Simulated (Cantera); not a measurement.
A freely propagating, adiabatic, planar premixed flame of C3H8 : O2 : N2 = 1 : 4.55 : 17.1 (molar parts), equivalence ratio 1.1, unburnt at 575 K and 4.40 bar; multicomponent transport, grid criteria slope 0.08 and curve 0.16, no radiation.

Cantera simulation using GRI-Mech 3.0 (53 species, 325 reactions); the numbers are that mechanism's predictions, not measurements. GRI-Mech 3.0 was tuned for natural gas; its chemistry of propane as a main component is partial and can be far from experiment. Burning velocities carry a grid error of a few per cent, more on coarse grids.

Problem. Predict: laminar burning velocity; thermal thickness; peak x(O); peak x(C2H4); peak x(C2H6).

Solution. 
```
Item                         Result
------------------------  ---------
laminar burning velocity   105 cm/s
thermal thickness         0.0778 mm
peak x(O)                   0.00303
peak x(C2H4)                 0.0110
peak x(C2H6)                0.00140
```
